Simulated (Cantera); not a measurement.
What does this Cantera script print?

```python
import numpy as np
import cantera as ct

gas_names = """
    B BH BH2 BH3 BO BO2 B2 B2O B2O2 B2O3 B3O3H3 H HBO HBO2 HO2 H2 H2O H2O2 H3B3O6 O OH O2 O3
""".split()
cond_names = """
    B(b) B(L) B2O3(L) B3O3H3(cr) H2O(s) H2O(L)
""".split()


# ... load() reads the species with a 1 bar reference pressure and builds the phases ...
atoms = {
    'B2H6': {'B': 2, 'H': 6},
    'H2O': {'H': 2, 'O': 1},
    'H2': {'H': 2},
    'O2': {'O': 2},
}
top_T = {}  # K; cautious upper limits of use, not melting points


# ... equilibrate(T, P, feed) seeds the gas with the atoms and calls Mixture.equilibrate('TP', solver="vcs", rtol=1e-11, max_steps=5000) ...
results = []
feed = {'B2H6': 1, 'H2O': 0.3, 'H2': 2.6, 'O2': 0.98}  # mol
T = 1925  # K
for P in [10, 63, 400, 2500, 16000, 100000]:
    mix = equilibrate(T, P, feed)
    results.append((T, P, feed, dict(zip(mix.species_names, mix.species_moles))))

top = {s: max(r[3][s] / sum(r[3][g] for g in gas_names) for r in results) for s in gas_names}
cols = sorted((s for s in top if top[s] > 0.001), key=lambda s: -top[s])[:8]
seen = [c for c in cond_names if any(r[3].get(c, 0) > 1e-12 for r in results)]
print("log10 of partial pressures in bar; condensed amounts in mol")
print(f"{'P/Pa':>10s}" + "".join(f"{s[:9]:>10s}" for s in cols + seen))
for T, P, feed, n in results:
    ng = sum(n[g] for g in gas_names)
    print(f"{P:10.4g}" + "".join(f"{np.log10(max(n[s] / ng * P / 1e5, 1e-99)):10.3f}" for s in cols)
          + "".join(f"{n.get(c, 0):10.4g}" for c in seen))
```

Output:

```
log10 of partial pressures in bar; condensed amounts in mol
      P/Pa        H2       HBO        BO         H      B2O2      B2O3      HBO2    B3O3H3      B(b)   B2O3(L)
        10    -4.157    -5.208    -4.955    -5.098    -5.773    -5.657    -5.944   -15.113         0         0
        63    -3.326    -4.251    -4.414    -4.683    -4.690    -4.792    -5.205   -12.243         0         0
       400    -2.510    -3.378    -3.949    -4.274    -3.760    -3.961    -4.431    -9.623         0         0
      2500    -1.708    -2.553    -3.525    -3.873    -2.912    -3.153    -3.647    -7.147         0         0
   1.6e+04    -0.899    -1.735    -3.112    -3.469    -2.085    -2.342    -2.844    -4.695         0         0
     1e+05    -0.091    -0.952    -2.733    -3.065    -1.328    -1.762    -2.239    -2.347  0.009773    0.1154
```

Equilibrium computed with Cantera from the NASA thermochemical tables; the gas is ideal and each condensed phase is pure. The feed counts by its element totals alone. Mutual solubility and eutectic melting of coexisting phases are not modelled. The tables' values for BH2 are old estimates; treat these amounts as uncertain. Gases not in the tables: B2H6 and higher boranes.
